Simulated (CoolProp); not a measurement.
Computed with CoolProp (reference Helmholtz-energy equation of state, Lemmon 2006). It is a short technical equation, of lower accuracy than the large ones.

Give the vapour pressure (MPa), vapour density (kg/m³), enthalpy of vaporisation (kJ/kg), liquid viscosity (µPa s) of saturated R141b at 373.3 K.


```
T (K)  p (MPa)  vapour density (kg/m³)  enthalpy of vaporisation (kJ/kg)  liquid viscosity (µPa s)
-----  -------  ----------------------  --------------------------------  ------------------------
373.3    0.680                    29.8                               185                       189
```

Viscosity comes from a separate model (Huber 2003), an estimate that may be off by 10 % or more.
